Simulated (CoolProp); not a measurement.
Vapour pressure (bar) of CH2F2 (R32): the reference equation beside estimates from Tc = 351.3 K, pc = 57.83 bar, ω = 0.277.

The numbers come from the reference Helmholtz-energy equation of state, Tillner-Roth 1997 in CoolProp.

```tsv
T (K)	reference	Soave-Redlich-Kwong	Peng-Robinson
204.8	0.3993	0.3800	0.3915
219.8	?	0.9037	0.9166
234.9	1.919	?	1.906
249.9	3.583	3.592	?
264.9	6.188	6.261	6.198
280	10.07	10.25	10.12
295	?	?	15.64
310.1	22.99	?	23.21
```

Problem. Some entries are withheld; supply them.

Solution. 
- 219.8, reference: 0.9285
- 234.9, Soave-Redlich-Kwong: 1.900
- 249.9, Peng-Robinson: 3.574
- 295, reference: 15.52
- 295, Soave-Redlich-Kwong: 15.85
- 310.1, Soave-Redlich-Kwong: 23.50

Absolute difference from the reference over all 8 rows, mean and median: Soave-Redlich-Kwong 2.0 and 2.0 %, Peng-Robinson 0.8 and 0.7 %.
